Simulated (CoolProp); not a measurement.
Aqueous sodium chloride as a coolant, 9 % by mass, freezing at -5.8 °C, 1 atm.

Computed with CoolProp (Melinder's fits for secondary coolants).

| T (°C) | Prandtl number | viscosity (mPa s) | cp (kJ/(kg K)) | conductivity (W/(m K)) |
|---|---|---|---|---|
| -3.4 | 15.3 | 2.26 | 3.722 | ? |
| 5 | 11.5 | 1.74 | 3.737 | 0.565 |
| 13.5 | 8.91 | 1.37 | ? | ? |
| 21.9 | ? | ? | ? | 0.593 |
| 30.3 | 5.82 | 0.935 | 3.774 | ? |
| 38.8 | 4.90 | 0.802 | 3.783 | 0.619 |

Task: Complete the blanks.

Result: 
- -3.4, conductivity (W/(m K)): 0.550
- 13.5, cp (kJ/(kg K)): 3.751
- 13.5, conductivity (W/(m K)): 0.579
- 21.9, Prandtl number: 7.10
- 21.9, viscosity (mPa s): 1.12
- 21.9, cp (kJ/(kg K)): 3.763
- 30.3, conductivity (W/(m K)): 0.606
